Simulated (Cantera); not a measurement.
An isothermal, constant-pressure homogeneous reactor starts with CH4 : H2 = 1 : 0.2 (molar parts), at 1775 K and 0.133 bar.

Model: GRI-Mech 3.0 (53 species, 325 reactions), integrated in Cantera. GRI-Mech 3.0 stops at C3 and has no aromatics, soot or wall deposition, so with more carbon than oxygen in the feed, carbon stays in small species such as C2H2 where larger ones or solid carbon would form.

One state of this run: x CH4 = 0.102; x H2 = 0.696; x C2H = 1.15e-6; x C2H2 = 0.197; x C2H6 = 5.23e-5. x: mole fraction; the columns are a selection and need not sum to one.

Task: Which value of t (s) does it belong to?
A) 0.00139
B) 0.0300
C) 1.39e-5
D) 0.00646

Result: B, 0.0300
